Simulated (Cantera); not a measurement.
A perfectly stirred reactor is fed with 2.58 % CH4, 95.5 % H2, 1.91 % CO2, at 0.230 bar; it is held at 2700 K, and followed from long to short residence time.

Computed with Cantera and GRI-Mech 3.0 (53 species, 325 reactions).

x: mole fraction; the columns are a selection and need not sum to one.

```json
[
 {"τ (s)": "2.8", "x CH4": "9.34e-6", "x H2": "0.852", "x CO2": "8.09e-8", "x CO": "0.0345", "x O": "1.75e-8", "x CH3": "2.05e-5"},
 {"τ (s)": "1.1", "x CH4": "…", "x H2": "0.853", "x CO2": "…", "x CO": "0.0345", "x O": "…", "x CH3": "…"},
 {"τ (s)": "0.47", "x CH4": "1.67e-5", "x H2": "0.853", "x CO2": "4.72e-7", "x CO": "0.0345", "x O": "9.75e-8", "x CH3": "3.64e-5"},
 {"τ (s)": "0.19", "x CH4": "2.52e-5", "x H2": "0.854", "x CO2": "1.17e-6", "x CO": "0.0345", "x O": "2.32e-7", "x CH3": "5.43e-5"},
 {"τ (s)": "0.078", "x CH4": "…", "x H2": "0.857", "x CO2": "…", "x CO": "0.0344", "x O": "…", "x CH3": "…"},
 {"τ (s)": "0.032", "x CH4": "6.97e-5", "x H2": "0.863", "x CO2": "7.24e-6", "x CO": "0.0342", "x O": "1.14e-6", "x CH3": "0.000136"},
 {"τ (s)": "0.013", "x CH4": "0.000137", "x H2": "0.873", "x CO2": "1.91e-5", "x CO": "0.0336", "x O": "2.20e-6", "x CH3": "0.000235"},
 {"τ (s)": "0.0053", "x CH4": "0.000302", "x H2": "0.886", "x CO2": "5.10e-5", "x CO": "0.0319", "x O": "3.50e-6", "x CH3": "0.000425"},
 {"τ (s)": "0.0021", "x CH4": "0.000697", "x H2": "0.898", "x CO2": "0.000138", "x CO": "0.0287", "x O": "4.50e-6", "x CH3": "0.000780"},
 {"τ (s)": "0.00088", "x CH4": "0.00146", "x H2": "0.906", "x CO2": "0.000350", "x CO": "0.0248", "x O": "4.70e-6", "x CH3": "0.00134"},
 {"τ (s)": "0.00036", "x CH4": "0.00300", "x H2": "0.911", "x CO2": "0.000936", "x CO": "0.0209", "x O": "4.09e-6", "x CH3": "0.00225"}
]
```

**Question.** Complete the blanks.

**Answer.** 
- 1.1, x CH4: 1.21e-5
- 1.1, x CO2: 2.03e-7
- 1.1, x O: 4.29e-8
- 1.1, x CH3: 2.65e-5
- 0.078, x CH4: 4.03e-5
- 0.078, x CO2: 2.87e-6
- 0.078, x O: 5.28e-7
- 0.078, x CH3: 8.40e-5
